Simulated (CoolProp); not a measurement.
Saturated liquid density (kg/m³) of R245ca: the reference equation beside estimates from Tc = 447.6 K, pc = 39.41 bar, ω = 0.355.

Values from CoolProp's reference Helmholtz-energy equation of state, Zhou 2016.

```csv
T (K),reference,van der Waals,Peng-Robinson
236.2,1534,916.0,1582
250.4,1502,898.5,1555
264.6,1469,880.2,1527
278.9,1435,861.0,1495
293.1,1400,840.8,1461
307.3,1364,819.6,1423
321.6,1326,796.9,1382
335.8,1287,772.9,1336
350,1246,747.1,1286
364.3,1201,719.0,1228
378.5,1152,688.5,1164
392.7,1098,654.4,1089
407,1035,615.2,1001
421.2,956.2,568.6,893.5
435.4,842.4,506.7,748.8
```

Absolute difference from the reference over all 15 rows, mean and median: van der Waals 40.1 and 40.1 %, Peng-Robinson 4.0 and 3.8 %.
